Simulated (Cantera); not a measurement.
# Adiabatic ignition

An adiabatic, constant-volume homogeneous reactor starts with 11.2 % CH4, 18.7 % O2, 70.1 % N2, equivalence ratio 1.2, at 1048 K and 4.93 atm.

Model: GRI-Mech 3.0 (53 species, 325 reactions), integrated in Cantera.

| t (s) | T (K) | P (bar) | x CH4 | x O2 | x HCO | x O | x C2H4 | x C2H6 | x NO |
|---|---|---|---|---|---|---|---|---|---|
| 3.00e-6 | 1048 | 5.00 | 0.112 | 0.187 | <1e-12 | <1e-12 | <1e-12 | <1e-12 | <1e-12 |
| 8.95e-6 | 1048 | 5.00 | 0.112 | 0.187 | <1e-12 | <1e-12 | <1e-12 | <1e-12 | <1e-12 |
| 2.67e-5 | 1048 | 5.00 | 0.112 | 0.187 | <1e-12 | <1e-12 | <1e-12 | <1e-12 | <1e-12 |
| 7.97e-5 | 1048 | 5.00 | 0.112 | 0.187 | <1e-12 | <1e-12 | <1e-12 | 3.36e-12 | <1e-12 |
| 0.000238 | 1048 | 5.00 | 0.112 | 0.187 | <1e-12 | 2.56e-12 | <1e-12 | 1.00e-10 | <1e-12 |
| 0.000709 | 1048 | 5.00 | 0.112 | 0.187 | <1e-12 | 1.02e-11 | 3.11e-11 | 3.81e-9 | <1e-12 |
| 0.00212 | 1048 | 5.00 | 0.112 | 0.187 | <1e-12 | 4.18e-11 | 1.50e-9 | 1.81e-7 | <1e-12 |
| 0.00631 | 1048 | 5.00 | 0.112 | 0.187 | <1e-12 | 6.60e-11 | 2.10e-8 | 2.28e-6 | <1e-12 |
| 0.0188 | 1048 | 5.00 | 0.112 | 0.187 | 3.72e-12 | 1.07e-10 | 1.64e-7 | 1.26e-5 | <1e-12 |
| 0.0562 | 1053 | 5.02 | 0.111 | 0.186 | 5.52e-11 | 5.24e-10 | 4.12e-6 | 0.000110 | <1e-12 |
| 0.168 | 2921 | 14.7 | 1.10e-12 | 0.00314 | 3.77e-7 | 0.00126 | <1e-12 | <1e-12 | 0.00487 |
| 0.500 | 2921 | 14.7 | 1.10e-12 | 0.00314 | 3.77e-7 | 0.00126 | <1e-12 | <1e-12 | 0.00487 |
x: mole fraction; the columns are a selection and need not sum to one.

The time of steepest temperature rise is 89.0 ms and the temperature at 0.500 s comes out as 2921 K. The equilibrium temperature is 2921 K and the x(CH4) at 0.500 s is 1.10e-12 (gas-phase equilibrium 1.31e-12). The x(O2) at 0.500 s is 0.00314 (gas-phase equilibrium 0.00314) and the x(HCO) at 0.500 s is 3.77e-7 (gas-phase equilibrium 3.77e-7).
